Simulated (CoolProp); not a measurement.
Vapour-liquid equilibrium of R152A (1) + n-pentane (2) at 763 kPa; x and y are mole fractions of (1).

Computed with CoolProp (multi-fluid Helmholtz-energy mixture model, Outcalt 1996 and Thol 2019; pair parameters Bell 2016).

Give the bubble temperature and the first vapour's composition at x = 0.275, 0.35, 0.875. Is there an azeotrope?

x = 0.275: 53.9 °C, y = 0.777; x = 0.35: 49.2 °C, y = 0.814; x = 0.875: 35.9 °C, y = 0.943. No azeotrope shows between x = 0.05 and 0.95.

Pair parameters are fitted to limited data, so mixtures are less certain than the pure fluids. With so large a gap from Raoult's law the liquid may split in two, which this calculation doesn't test in full.
